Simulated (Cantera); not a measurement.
Input: 1 mol Cu₂O, 11 mol H₂, 1.3 mol N₂, held at 1025 °C and 75.0 Torr.

Equilibrium computed with Cantera from the NASA thermochemical tables; the gas is ideal and each condensed phase is pure. Candidate condensed phases: Cu, CuO, Cu(OH)₂, Cu₂O, H₂O; 27 gas species. Rates play no part.

Base state: H₂ 0.813, N₂ 0.106, H₂O 0.0813 (mole fractions); condensed: Cu(s).

What changes in the equilibrium state with this change: Cu₂O replaced by Fe₃O₄?


```
species      before  after
-----------  ------  -----
H₂            0.813  0.674
H₂O          0.0813  0.220
N₂            0.106  0.106
Cu(s), mol     2.00      0
Fe(γ), mol        0   1.71
FeO(s), mol       0   1.29
```
Mutual solubility and eutectic melting of coexisting phases are not modelled. The tables' stoichiometric FeO is somewhat more stable than real wüstite, so its field is too wide. FeO: taken at fixed stoichiometry. Further candidate phases: Fe, FeO, Fe(OH)₂, Fe(OH)₃, Fe₂O₃, Fe₃O₄.
